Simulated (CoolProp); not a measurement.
The numbers come from the reference Helmholtz-energy equation of state, Schroeder 2014 in CoolProp.

Q: For ethanol, give the phase and the cp (kJ/(kg K)), cv (kJ/(kg K)), speed of sound (m/s) at 473.3 K and 309 kPa; 473.3 K and 25900 kPa; 473.3 K and 40300 kPa.

A: 
- 473.3 K and 309 kPa: gas; cp 2.08, cv 1.87, speed of sound 302
- 473.3 K and 25900 kPa: liquid; cp 3.87, cv 2.90, speed of sound 792
- 473.3 K and 40300 kPa: liquid; cp 3.74, cv 2.87, speed of sound 909
